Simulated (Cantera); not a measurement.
Equilibrium for halide evaporation, hydrolysis and transport: SrCl2 + HCl + N2

Feed: 1 mol SrCl2, 0.068 mol HCl, 0.14 mol N2, held at 1.33 mbar.

These are equilibrium values from Cantera (NASA tables, ideal gas, pure condensed phases), not measurements of a reactor. Candidate condensed phases: NH4Cl, Sr, SrCl2; 15 gas species. Kinetics and transport are ignored.

```json
[
 {"T (K)": "1150", "x SrCl2": "0.000247", "x N2": "0.673", "x HCl": "0.327", "x Cl": "8.75e-5", "x SrCl": "<1e-12", "x H": "1.37e-8", "x H2": "4.51e-5", "x Sr": "<1e-12", "n SrCl2(l)": "1.000"},
 {"T (K)": "1250", "x SrCl2": "0.00306", "x N2": "0.671", "x HCl": "0.326", "x Cl": "0.000299", "x SrCl": "3.85e-11", "x H": "1.63e-7", "x H2": "0.000152", "x Sr": "<1e-12", "n SrCl2(l)": "0.999"},
 {"T (K)": "1350", "x SrCl2": "0.0252", "x N2": "0.656", "x HCl": "0.318", "x Cl": "0.000841", "x SrCl": "3.29e-9", "x H": "1.34e-6", "x H2": "0.000422", "x Sr": "<1e-12", "n SrCl2(l)": "0.995"},
 {"T (K)": "1450", "x SrCl2": "0.151", "x N2": "0.571", "x HCl": "0.275", "x Cl": "0.00189", "x SrCl": "1.61e-7", "x H": "7.96e-6", "x H2": "0.000944", "x Sr": "2.32e-12", "n SrCl2(l)": "0.963"},
 {"T (K)": "1550", "x SrCl2": "0.702", "x N2": "0.200", "x HCl": "0.0950", "x Cl": "0.00206", "x SrCl": "8.62e-6", "x H": "2.74e-5", "x H2": "0.00101", "x Sr": "1.06e-9", "n SrCl2(l)": "0.508"},
 {"T (K)": "1650", "x SrCl2": "0.827", "x N2": "0.116", "x HCl": "0.0534", "x Cl": "0.00284", "x SrCl": "6.80e-5", "x H": "9.12e-5", "x H2": "0.00134", "x Sr": "4.28e-8", "n SrCl2(l)": "0"},
 {"T (K)": "1750", "x SrCl2": "0.825", "x N2": "0.116", "x HCl": "0.0512", "x Cl": "0.00522", "x SrCl": "0.000266", "x H": "0.000307", "x H2": "0.00232", "x Sr": "5.17e-7", "n SrCl2(l)": "0"},
 {"T (K)": "1850", "x SrCl2": "0.822", "x N2": "0.115", "x HCl": "0.0479", "x Cl": "0.00897", "x SrCl": "0.000897", "x H": "0.000884", "x H2": "0.00359", "x Sr": "4.77e-6", "n SrCl2(l)": "0"},
 {"T (K)": "1950", "x SrCl2": "0.817", "x N2": "0.115", "x HCl": "0.0437", "x Cl": "0.0147", "x SrCl": "0.00264", "x H": "0.00220", "x H2": "0.00490", "x Sr": "3.44e-5", "n SrCl2(l)": "0"},
 {"T (K)": "2050", "x SrCl2": "0.806", "x N2": "0.114", "x HCl": "0.0390", "x Cl": "0.0235", "x SrCl": "0.00678", "x H": "0.00473", "x H2": "0.00580", "x Sr": "0.000194", "n SrCl2(l)": "0"},
 {"T (K)": "2150", "x SrCl2": "0.786", "x N2": "0.112", "x HCl": "0.0339", "x Cl": "0.0374", "x SrCl": "0.0152", "x H": "0.00885", "x H2": "0.00587", "x Sr": "0.000852", "n SrCl2(l)": "0"}
]
```
x: gas mole fraction; n: condensed amount in mol.

From 1150 K to 1550 K the condensed part is SrCl2(l). From 1650 K to 2150 K nothing is condensed. The main Sr-bearing gas is SrCl2 throughout.
